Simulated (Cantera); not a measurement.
Mixture: CH4 : O2 : N2 = 1 : 1.25 : 4.5 (molar parts), equivalence ratio 1.6, at 500000 Pa, adiabatic and at constant pressure. Ignition delay is the time to a rise of 400 K.

Cantera simulation using GRI-Mech 3.0 (53 species, 325 reactions); the numbers are that mechanism's predictions, not measurements.

**Question.** At T0 = 1600 K, what is the delay, and which 8 reactions control it most (d ln τ / d ln k, from doubling and halving each rate constant)?

**Answer.** The delay is 0.152 ms.
```
reaction                  d ln τ / d ln k   faster rate
------------------------  ---------------  ------------
CH3 + O2 <=> CH3O + O               -0.42   shortens it
2 CH3 (+M) <=> C2H6 (+M)             0.33  lengthens it
H + O2 <=> O + OH                   -0.29   shortens it
CH4 + H <=> CH3 + H2                 0.22  lengthens it
CH3 + O2 <=> CH2O + OH              -0.18   shortens it
CH3 + HO2 <=> CH3O + OH             -0.17   shortens it
CH3O + O2 <=> CH2O + HO2            -0.13   shortens it
CH2O + O2 <=> HCO + HO2             -0.13   shortens it
```
